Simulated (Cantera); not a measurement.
# Ammonia decomposition in nitride growth gas

A perfectly stirred reactor is fed with NH3 : H2 = 1 : 0.49 (molar parts), at 68.3 Torr; it is held at 1998 K, and followed from long to short residence time.

Detailed kinetics in Cantera: the gas-phase N/H chemistry of the illustrative SiF4/NH3 mechanism in the Surface Chemkin manual (1991). Walls and surfaces, which speed up NH3 decomposition in real reactors, are not modelled.

```csv
τ (s),x NH3,x H2,x H,x N2H2,x N2H4
23,0.00617,0.793,0.00211,2.63e-8,9.71e-11
5.9,0.0301,0.777,0.00115,1.29e-7,7.13e-10
1.5,0.106,0.724,0.000701,5.23e-7,3.76e-9
0.40,0.271,0.609,0.000431,1.61e-6,1.32e-8
0.10,0.488,0.456,0.000265,3.45e-6,2.89e-8
0.027,0.610,0.371,0.000199,4.63e-6,3.82e-8
0.0069,0.655,0.340,0.000171,4.70e-6,3.91e-8
0.0018,0.667,0.331,0.000143,3.34e-6,2.96e-8
0.00046,0.670,0.329,7.57e-5,7.44e-7,8.50e-9
```
x: mole fraction; the columns are a selection and need not sum to one.
